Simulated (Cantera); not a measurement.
**Boron, boron nitride and boron oxide: B + O2 + N2**

Input: 1 mol B, 0.47 mol O2, a varied amount of N2, held at 2052 °C and 0.0975 Torr.

Cantera equilibrium calculation (NASA polynomials, part measured and part estimated; ideal gas, pure solids and liquids). Candidate condensed phases: B, BN, B2O3; 17 gas species. The numbers say what is thermodynamically allowed, not how fast it happens.

From 1.4 mol N2 to 5.9 mol N2 nothing is condensed. The main B-bearing gas is BO throughout.

| n(N2) (mol) | x N2 | x BO | x B | x B2O |
|---|---|---|---|---|
| 1.4 | 0.586 | 0.386 | 0.0226 | 0.00243 |
| 2.1 | 0.679 | 0.300 | 0.0178 | 0.00149 |
| 2.7 | 0.731 | 0.252 | 0.0151 | 0.00106 |
| 3.4 | 0.774 | 0.212 | 0.0128 | 0.000756 |
| 4 | 0.801 | 0.187 | 0.0114 | 0.000589 |
| 4.6 | 0.822 | 0.167 | 0.0102 | 0.000472 |
| 5.3 | 0.842 | 0.148 | 0.00911 | 0.000375 |
| 5.9 | 0.856 | 0.135 | 0.00834 | 0.000314 |
x: gas mole fraction; nothing condenses.
